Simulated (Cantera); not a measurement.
Catalytic stagnation flow on Pt

A jet of 1.13 % CH4, 17.5 % O2, 81.4 % N2, equivalence ratio 0.13 at 300 K and 45.8 Torr hits a platinum plate 4.6 cm away at a mass flux of 0.021 kg/m²/s; the plate temperature is set and raised in steps from an oxygen-covered start.

Computed with Cantera and Deutschmann's 1995 Pt surface mechanism with GRI-Mech 3.0 gas chemistry. Catalytic surfaces can have several steady states; this one follows from the mechanism file's or the stated starting coverage.

```csv
plate T (K),wall x CH4,wall x O2,wall x H2O,wall x OH,wall x CO,wall x CO2,θ free Pt,θ O*
900,0.00743,0.167,0.00727,2.20e-8,2.80e-6,0.00475,0.197,0.802
950,0.00573,0.163,0.0104,7.11e-8,2.97e-6,0.00682,0.262,0.737
1000,0.00436,0.160,0.0129,1.96e-7,3.04e-6,0.00848,0.330,0.670
1050,0.00335,0.158,0.0147,4.76e-7,3.09e-6,0.00969,0.397,0.602
1100,0.00264,0.157,0.0160,1.04e-6,3.19e-6,0.0105,0.463,0.536
1150,0.00213,0.156,0.0169,2.11e-6,3.37e-6,0.0111,0.527,0.473
1200,0.00176,0.155,0.0175,3.96e-6,3.67e-6,0.0115,0.587,0.413
1250,0.00145,0.154,0.0180,7.06e-6,4.46e-6,0.0116,0.643,0.357
```
x: mole fraction at the wall; θ: surface coverage.
